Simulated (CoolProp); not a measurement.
Vapour-liquid equilibrium of R134a (1) + R141b (2) at 250 K; x and y are mole fractions of (1).

Computed with CoolProp (multi-fluid Helmholtz-energy mixture model, Tillner-Roth 1994 and Lemmon 2006; pair parameters Bell 2016).

| x | bubble pressure, mixture model (bar) | bubble pressure, Raoult's law (bar) | y, mixture model | y, Raoult's law |
|---|---|---|---|---|
| 0.05 | 0.1834 | 0.1404 | 0.546 | 0.412 |
| 0.125 | 0.3170 | 0.2206 | 0.755 | 0.655 |
| 0.2 | 0.4360 | 0.3008 | 0.834 | 0.769 |
| 0.275 | 0.5400 | 0.3810 | 0.875 | 0.834 |
| 0.35 | 0.6296 | 0.4612 | 0.901 | 0.877 |
| 0.425 | 0.7067 | 0.5414 | 0.918 | 0.908 |
| 0.5 | ? | 0.6216 | ? | 0.930 |
| 0.575 | 0.8325 | 0.7017 | 0.942 | 0.947 |
| 0.65 | 0.8867 | 0.7819 | 0.951 | 0.961 |
| 0.725 | ? | 0.8621 | 0.960 | 0.972 |
| 0.8 | 0.9915 | 0.9423 | 0.969 | 0.982 |
| 0.875 | ? | 1.022 | 0.979 | 0.989 |
| 0.95 | 1.110 | 1.103 | ? | 0.996 |

Task: Complete the blanks.

Result: 
- 0.5, bubble pressure, mixture model (bar): 0.7734
- 0.5, y, mixture model: 0.931
- 0.725, bubble pressure, mixture model (bar): 0.9388
- 0.875, bubble pressure, mixture model (bar): 1.048
- 0.95, y, mixture model: 0.990

The largest gap from Raoult's law is +44.9 % in bubble pressure, at x = 0.2. No azeotrope shows between x = 0.05 and 0.95.

Pair parameters are fitted to limited data, so mixtures are less certain than the pure fluids.
